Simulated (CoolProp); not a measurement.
A closed Brayton cycle with dry air: compressor inlet 330.15 K and 1.5 MPa, high pressure 3.67 MPa, turbine inlet 950 K, compressor efficiency 0.89, turbine efficiency 0.93, recuperator effectiveness 0.8 (on enthalpy, no pinch check). Each further row changes one setting.

Computed with CoolProp (reference Helmholtz-energy equation of state, Lemmon 2000). It is a pseudo-pure fit of the blend.

```json
[
 {"case": "as stated", "thermal efficiency (%)": "___", "net work (kJ/kg)": "95.3", "compressor to turbine work": "0.53", "compressor exit (K)": "438.2", "turbine exit (K)": "767.5"},
 {"case": "turbine inlet 900 K", "thermal efficiency (%)": "33.0", "net work (kJ/kg)": "___", "compressor to turbine work": "___", "compressor exit (K)": "438.2", "turbine exit (K)": "___"},
 {"case": "compressor inlet 340.15 K", "thermal efficiency (%)": "33.7", "net work (kJ/kg)": "92.0", "compressor to turbine work": "___", "compressor exit (K)": "451.2", "turbine exit (K)": "767.5"},
 {"case": "high pressure 3.12 MPa", "thermal efficiency (%)": "33.0", "net work (kJ/kg)": "83.6", "compressor to turbine work": "0.51", "compressor exit (K)": "416.5", "turbine exit (K)": "798.0"},
 {"case": "recuperator effectiveness 0.5", "thermal efficiency (%)": "25.1", "net work (kJ/kg)": "95.3", "compressor to turbine work": "0.53", "compressor exit (K)": "438.2", "turbine exit (K)": "767.5"}
]
```

What belongs in the gaps?


- as stated, thermal efficiency (%): 34.6
- turbine inlet 900 K, net work (kJ/kg): 84.4
- turbine inlet 900 K, compressor to turbine work: 0.56
- turbine inlet 900 K, turbine exit (K): 725.6
- compressor inlet 340.15 K, compressor to turbine work: 0.55
